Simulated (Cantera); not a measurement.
Input (Python, Cantera):

```python
import numpy as np
import cantera as ct

gas = ct.Solution("gri30.yaml")
gas.TPX = 1448, 31000, {'CH4': 1, 'H2O': 0.64, 'H2': 0.051, 'N2': 0.022}
inlet = ct.Reservoir(gas, clone=True)

reactor = ct.IdealGasConstPressureReactor(gas, energy="off", clone=False)
exhaust = ct.Reservoir(gas, clone=True)
tau = [0.37, 0.2, 0.11, 0.06, 0.033, 0.018, 0.0098, 0.0053, 0.0029][0]
for a, b in ((inlet, reactor), (reactor, exhaust)):
    ct.MassFlowController(a, b, mdot=lambda t: reactor.mass / tau)
net = ct.ReactorNet([reactor])
show = ['CH4', 'H2O', 'H2', 'CO', 'C2H2']

rows = []
print(f"{'tau/s':>10s}{'T/K':>9s}" + "".join(f"{s:>11s}" for s in show))
for tau in [0.37, 0.2, 0.11, 0.06, 0.033, 0.018, 0.0098, 0.0053, 0.0029]:
    net.initial_time = 0.0
    net.advance(30 * tau)
    before = gas.X
    net.advance(40 * tau)
    drift = np.max(np.abs(gas.X - before) / (gas.X + 1e-9))
    rows.append([gas.T, *gas[show].X, drift])
    print(f"{tau:10.3e}{gas.T:9.1f}" + "".join(f"{x:11.3e}" for x in gas[show].X))
```

It prints:

```
     tau/s      T/K        CH4        H2O         H2         CO       C2H2
 3.700e-01   1448.0  4.990e-01  3.544e-01  1.064e-01  3.452e-04  2.268e-02
 2.000e-01   1448.0  5.323e-01  3.626e-01  7.515e-02  1.374e-04  1.231e-02
 1.100e-01   1448.0  5.542e-01  3.678e-01  5.495e-02  5.535e-05  5.848e-03
 6.000e-02   1448.0  5.679e-01  3.709e-01  4.254e-02  2.214e-05  2.279e-03
 3.300e-02   1448.0  5.757e-01  3.724e-01  3.584e-02  8.713e-06  7.234e-04
 1.800e-02   1448.0  5.798e-01  3.732e-01  3.248e-02  3.016e-06  1.785e-04
 9.800e-03   1448.0  5.819e-01  3.734e-01  3.095e-02  8.620e-07  3.540e-05
 5.300e-03   1448.0  5.829e-01  3.735e-01  3.029e-02  1.992e-07  5.997e-06
 2.900e-03   1448.0  5.833e-01  3.736e-01  3.002e-02  4.050e-08  9.941e-07
```

Cantera simulation using GRI-Mech 3.0 (53 species, 325 reactions); the numbers are that mechanism's predictions, not measurements. GRI-Mech 3.0 stops at C3 and has no aromatics, soot or wall deposition, so with more carbon than oxygen in the feed, carbon stays in small species such as C2H2 where larger ones or solid carbon would form.
